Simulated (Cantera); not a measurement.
Feed: 1 mol B2O3, 2.3 mol H2O, 0.69 mol N2, at 0.100 bar.

Cantera equilibrium calculation (NASA polynomials, part measured and part estimated; ideal gas, pure solids and liquids). Candidate condensed phases: B, BN, B2O3, B3O3H3, H2O; 39 gas species. Gases not in the tables: H3BO3. Rates play no part.

x: gas mole fraction; n: condensed amount in mol.

```json
[
 {"T (K)": "823", "x H2O": "0.751", "x N2": "0.233", "x HBO2": "7.57e-7", "x (HBO2)3": "0.0163", "x B2O3": "<1e-12", "x H2": "6.30e-9", "n B2O3(l)": "0.928"},
 {"T (K)": "898", "x H2O": "0.758", "x N2": "0.232", "x HBO2": "6.59e-6", "x (HBO2)3": "0.0102", "x B2O3": "<1e-12", "x H2": "4.74e-8", "n B2O3(l)": "0.954"},
 {"T (K)": "973", "x H2O": "0.762", "x N2": "0.232", "x HBO2": "4.04e-5", "x (HBO2)3": "0.00673", "x B2O3": "?", "x H2": "2.62e-7", "n B2O3(l)": "0.970"},
 {"T (K)": "1048", "x H2O": "0.764", "x N2": "0.231", "x HBO2": "0.000189", "x (HBO2)3": "0.00466", "x B2O3": "?", "x H2": "1.14e-6", "n B2O3(l)": "0.979"},
 {"T (K)": "1123", "x H2O": "0.765", "x N2": "0.231", "x HBO2": "0.000709", "x (HBO2)3": "0.00335", "x B2O3": "?", "x H2": "4.06e-6", "n B2O3(l)": "0.984"},
 {"T (K)": "1198", "x H2O": "0.764", "x N2": "0.231", "x HBO2": "0.00223", "x (HBO2)3": "0.00249", "x B2O3": "?", "x H2": "1.24e-5", "n B2O3(l)": "0.986"},
 {"T (K)": "1273", "x H2O": "0.762", "x N2": "0.230", "x HBO2": "0.00610", "x (HBO2)3": "0.00189", "x B2O3": "?", "x H2": "3.31e-5", "n B2O3(l)": "0.982"},
 {"T (K)": "1348", "x H2O": "0.754", "x N2": "0.229", "x HBO2": "0.0147", "x (HBO2)3": "0.00147", "x B2O3": "?", "x H2": "7.93e-5", "n B2O3(l)": "0.971"},
 {"T (K)": "1423", "x H2O": "0.739", "x N2": "0.227", "x HBO2": "0.0320", "x (HBO2)3": "0.00114", "x B2O3": "?", "x H2": "0.000172", "n B2O3(l)": "0.946"},
 {"T (K)": "1498", "x H2O": "0.711", "x N2": "0.223", "x HBO2": "0.0635", "x (HBO2)3": "0.000883", "x B2O3": "?", "x H2": "0.000342", "n B2O3(l)": "0.897"},
 {"T (K)": "1573", "x H2O": "0.665", "x N2": "0.217", "x HBO2": "0.116", "x (HBO2)3": "0.000664", "x B2O3": "?", "x H2": "0.000626", "n B2O3(l)": "0.810"}
]
```

**Question.** Complete the blanks.

**Answer.** 
- 973, x B2O3: 8.86e-12
- 1048, x B2O3: 2.99e-10
- 1123, x B2O3: 6.19e-9
- 1198, x B2O3: 8.62e-8
- 1273, x B2O3: 8.68e-7
- 1348, x B2O3: 6.68e-6
- 1423, x B2O3: 4.10e-5
- 1498, x B2O3: 0.000208
- 1573, x B2O3: 0.000898
